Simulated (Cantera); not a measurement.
Transport properties of process gases

Gas mixture: H₂O = 0.59 (molar parts), at 20.0 Torr, frozen composition.

Cantera's kinetic-theory transport with the Lennard-Jones parameters of GRI-Mech 3.0, ideal gas; thermal conductivity in the multicomponent form. Polar gases are described roughly by these parameters.

| T (K) | ρ (kg/m³) | cp (J/kg/K) | μ (µPa s) | λ (mW/m/K) | Pr | D (cm²/s) NH₃ | D (cm²/s) CH₄ | D (cm²/s) H₂O |
|---|---|---|---|---|---|---|---|---|
| 400 | 0.0144 | 1902 | 14.0 | 36.8 | 0.722 | 13.3 | 15.1 | 2800 |
| 550 | 0.0105 | 1985 | 19.6 | 54.3 | 0.716 | 25.6 | 27.8 | 5180 |
| 700 | 0.00825 | 2082 | 25.2 | 73.7 | 0.714 | 41.6 | 43.5 | 8150 |
| 850 | 0.00680 | 2185 | 30.8 | 94.4 | 0.713 | 61.1 | 61.8 | 11600 |
| 1000 | 0.00578 | 2292 | 36.2 | 116 | 0.714 | 83.6 | 82.5 | 15600 |
| 1150 | 0.00502 | 2401 | 41.5 | 140 | 0.715 | 109 | 105 | 20000 |
| 1300 | 0.00444 | 2502 | 46.7 | 163 | 0.716 | 137 | 130 | 24800 |
| 1450 | 0.00398 | 2596 | 51.6 | 187 | 0.717 | 168 | 157 | 30000 |
| 1600 | 0.00361 | 2681 | 56.4 | 211 | 0.718 | 201 | 186 | 35600 |
D: mixture-averaged diffusion coefficient of that species in the mixture.
